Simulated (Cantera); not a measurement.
An isothermal, constant-pressure homogeneous reactor starts with H₂ : O₂ = 0.03 : 1 (molar parts), equivalence ratio 0.015, at 1425 K and 0.000987 atm. Integrator tolerance rtol = 1e-08.

Cantera simulation using GRI-Mech 3.0 (53 species, 325 reactions); the numbers are that mechanism's predictions, not measurements. Radical loss at walls, strong at low pressure, is not modelled.

Q: What does this change do: H2 0.03 to 0.0043 parts?

A: 
```
quantity                                             before                                      after
-----------------  ----------------------------------------  -----------------------------------------
x(H₂) at 20.0 s    0.000169 (gas-phase equilibrium 6.27e-7)    6.70e-6 (gas-phase equilibrium 8.94e-8)
x(O₂) at 20.0 s         0.956 (gas-phase equilibrium 0.970)        0.992 (gas-phase equilibrium 0.996)
x(O) at 20.0 s       0.0125 (gas-phase equilibrium 4.35e-5)    0.00353 (gas-phase equilibrium 4.41e-5)
x(OH) at 20.0 s    0.00288 (gas-phase equilibrium 0.000177)   0.000584 (gas-phase equilibrium 6.76e-5)
x(H) at 20.0 s     0.000814 (gas-phase equilibrium 1.72e-7)    4.52e-5 (gas-phase equilibrium 6.49e-8)
x(H₂O₂) at 20.0 s  1.80e-9 (gas-phase equilibrium 1.21e-10)  2.57e-10 (gas-phase equilibrium 1.77e-11)
```

Q: What does this change do: pressure from 0.000987 atm to 0.0132 atm?

A: 
| quantity | before | after |
|---|---|---|
| x(H₂) at 20.0 s | 0.000169 (gas-phase equilibrium 6.27e-7) | 2.19e-7 (gas-phase equilibrium 1.72e-7) |
| x(O₂) at 20.0 s | 0.956 (gas-phase equilibrium 0.970) | 0.970 (gas-phase equilibrium 0.970) |
| x(O) at 20.0 s | 0.0125 (gas-phase equilibrium 4.35e-5) | 1.52e-5 (gas-phase equilibrium 1.19e-5) |
| x(OH) at 20.0 s | 0.00288 (gas-phase equilibrium 0.000177) | 0.000104 (gas-phase equilibrium 9.25e-5) |
| x(H) at 20.0 s | 0.000814 (gas-phase equilibrium 1.72e-7) | 3.55e-8 (gas-phase equilibrium 2.47e-8) |
| x(H₂O₂) at 20.0 s | 1.80e-9 (gas-phase equilibrium 1.21e-10) | 4.98e-10 (gas-phase equilibrium 4.42e-10) |
